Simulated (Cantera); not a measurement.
What does this Cantera script print?

```python
import numpy as np
import cantera as ct

gas_names = """
    F F2 N NF NF2 NF3 N2 Si SiF SiF2 SiF3 SiF4 SiN Si2 Si2N Si3
""".split()
cond_names = """
    Si(cr) Si(L) Si3N4(a)
""".split()


def load(file, names, dense=False):
    # The tables refer to 1 bar. Condensed volumes are neglected.
    table = {s.name: s for s in ct.Species.list_from_file(file)}
    out = []
    for n in names:
        d = dict(table[n].input_data)
        d["thermo"] = dict(d["thermo"], **{"reference-pressure": 1e5})
        if dense:
            d["equation-of-state"] = {"model": "constant-volume", "density": "1e6 g/cm^3"}
        out.append(ct.Species.from_dict(d))
    return out


gas = ct.Solution(thermo="ideal-gas", species=load("nasa_gas.yaml", gas_names))
cond = {s.name: ct.Solution(thermo="fixed-stoichiometry", species=[s], name=s.name)
        for s in load("nasa_condensed.yaml", cond_names, dense=True)}
atoms = {
    'Si': {'Si': 1},
    'NF3': {'N': 1, 'F': 3},
}
top_T = {'Si3N4(a)': 2400}  # K; cautious upper limits of use, not melting points


def equilibrate(T, P, feed):
    n = {}
    for name, mol in feed.items():
        for a, k in atoms[name].items():
            n[a] = n.get(a, 0.0) + k * mol
    gas.TPX = T, P, n
    mass = sum(n.values()) * gas.mean_molecular_weight
    gas.equilibrate("TP")
    valid = [c for c in cond.values() if c.min_temp <= T <= top_T.get(c.name, c.max_temp)]
    mix = ct.Mixture([(gas, mass / gas.mean_molecular_weight)] + [(c, 0.0) for c in valid])
    mix.T, mix.P = T, P
    mix.equilibrate("TP", solver="vcs", rtol=1e-11, max_steps=5000)
    return mix


results = []
feed = {'Si': 1, 'NF3': 2.5}  # mol
T = 1600  # K
P = 1300  # Pa
mix = equilibrate(T, P, feed)
results.append((T, P, feed, dict(zip(mix.species_names, mix.species_moles))))
x = sorted(zip(gas.X, gas.species_names), reverse=True)
print(f"T = {T:g} K  P = {P:g} Pa  gas = {mix.phase_moles(0):.4g} mol")
print("   x: " + "  ".join(f"{s} {v:.3e}" for v, s in x if v > 0.0001))
print("   condensed (mol): " + ("  ".join(f"{mix.phase(i).name} {mix.phase_moles(i):.4g}"
      for i in range(1, mix.n_phases) if mix.phase_moles(i) > 1e-12) or "none"))
```

It prints:

```
T = 1600 K  P = 1300 Pa  gas = 5.748 mol
   x: F 6.083e-01  N2 2.175e-01  SiF4 1.740e-01  F2 2.800e-04
   condensed (mol): none
```

Method: chemical equilibrium by Gibbs-energy minimisation in Cantera with the NASA 1993 tables (ideal gas, pure condensed phases).
